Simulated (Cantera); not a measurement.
Source: NASA polynomial tables (part measured, part estimated), evaluated in Cantera. Values are per mole of reaction as written; species without (g) are pure solids or liquids, kept so even where they would boil at 1 bar. TiC: taken at fixed stoichiometry.

2 TiC + 6 CH₄(g) + 6 CH₃Cl(g) = 7 C₂H₆(g) + 2 TiCl₃

| T (K) | ΔH° (kJ) | ΔS° (J/K) | ΔG° (kJ) | log10 K |
|---|---|---|---|---|
| 400 | -719.0 | -677.4 | -448.1 | 58.51 |
| 425 | ___ | ___ | ___ | ___ |
| 450 | -717.0 | -672.5 | -414.3 | 48.09 |
| 475 | -715.9 | -670.2 | -397.5 | 43.72 |
| 500 | -714.8 | -667.9 | -380.8 | 39.78 |
| 525 | ___ | ___ | ___ | ___ |
| 550 | -712.4 | -663.4 | -347.5 | 33.01 |
| 575 | -711.2 | -661.3 | -331.0 | 30.07 |
| 600 | ___ | ___ | ___ | ___ |

Q: What belongs in the gaps?

A: 
- 425, ΔH° (kJ): -718.0
- 425, ΔS° (J/K): -674.9
- 425, ΔG° (kJ): -431.2
- 425, log10 K: 52.99
- 525, ΔH° (kJ): -713.6
- 525, ΔS° (J/K): -665.6
- 525, ΔG° (kJ): -364.1
- 525, log10 K: 36.23
- 600, ΔH° (kJ): -710.0
- 600, ΔS° (J/K): -659.1
- 600, ΔG° (kJ): -314.5
- 600, log10 K: 27.38
